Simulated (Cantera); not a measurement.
Input: 1 mol Pb, 4 mol N2, at 1.00 bar.

Cantera equilibrium calculation (NASA polynomials, part measured and part estimated; ideal gas, pure solids and liquids). Candidate condensed phases: Pb; 4 gas species. Equilibrium is a limit: real reactors are often held back by kinetics, nucleation or transport. All values below are at 600 K.

Base state: N2 1.00 (mole fractions); condensed: Pb(s).

Task: What changes in the equilibrium state with this change: Pb replaced by HgO?

Result: 
```
species      before   after
-----------  ------  ------
N2             1.00   0.962
Hg                0  0.0255
O2                0  0.0127
Pb(s), mol     1.00       0
HgO(s), mol       0   0.894
```
Further candidate phases: Hg, HgO.
